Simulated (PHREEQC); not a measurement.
**Nickel, zinc or cadmium bath (model solution)**

A solution holds 0.046 mol/kgw NiCl2 and 0.009 mol/kgw MnSO4, at 25 °C. Closed to the air; pH follows from the charge balance.

Model: ion-association model, wateq4f.dat, run in PHREEQC.

```json
{
  "pH": "5.88",
  "ionic_strength": "0.148 mol/kgw"
}
```

```tsv
species	molality	activity	log γ
Cl-	0.0873	0.0642	-0.134
Ni+2	0.0391	0.0131	-0.476
Mn+2	0.00739	0.00264	-0.446
SO4-2	0.00461	0.00151	-0.486
NiSO4	0.00370	0.00383	0.015
NiCl+	0.00277	0.00211	-0.119
MnCl+	0.000912	0.000691	-0.120
MnSO4	0.000684	0.000708	0.015
NiCl2	0.000474	0.000491	0.015
MnCl2	1.87e-5	1.94e-5	0.015
NiOH+	1.80e-6	1.37e-6	-0.119
H+	1.62e-6	1.31e-6	-0.092
Ni(SO4)2-2	9.26e-7	3.10e-7	-0.476
MnCl3-	4.52e-7	3.43e-7	-0.120
```

Precipitation was switched off in this run.
